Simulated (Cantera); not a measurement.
Input: 1 mol SiC, 0.38 mol N2O, 280 mol N2, at 0.120 Pa.

Cantera equilibrium calculation (NASA polynomials, part measured and part estimated; ideal gas, pure solids and liquids). Candidate condensed phases: C, Si, SiC, SiO2, Si2N2O, Si3N4; 34 gas species. Equilibrium is a limit: real reactors are often held back by kinetics, nucleation or transport.

log p: log10 of the partial pressure in bar; n: condensed amount in mol.

```csv
T (K),log p N2,log p Si,log p CO,log p CN,n SiC(s),n C(graphite)
1500,-5.92,-9.04,-8.90,-14.08,0.702,0
1550,-5.92,-8.84,-8.81,-13.20,0.640,0
1600,-5.92,-8.80,-8.79,-12.24,0.620,0
1650,-5.92,___,-8.79,___,___,___
1700,-5.92,-8.38,-8.79,-11.21,0,0.601
1750,-5.92,-8.38,-8.79,-10.83,0,0.594
1800,-5.92,-8.38,-8.79,-10.47,0,0.583
1850,-5.92,-8.38,-8.79,-10.13,0,0.564
1900,-5.92,-8.38,-8.79,___,0,0.531
1950,-5.92,-8.38,-8.79,-9.50,0,0.474
2000,-5.92,-8.39,-8.79,-9.21,0,0.367
2050,-5.92,-8.39,-8.79,-8.93,0,0.157
```

### Question
Fill in the missing entries.

### Answer

- 1650, log p Si: -8.48
- 1650, log p CN: -11.62
- 1650, n SiC(s): 0.206
- 1650, n C(graphite): 0.402
- 1900, log p CN: -9.81
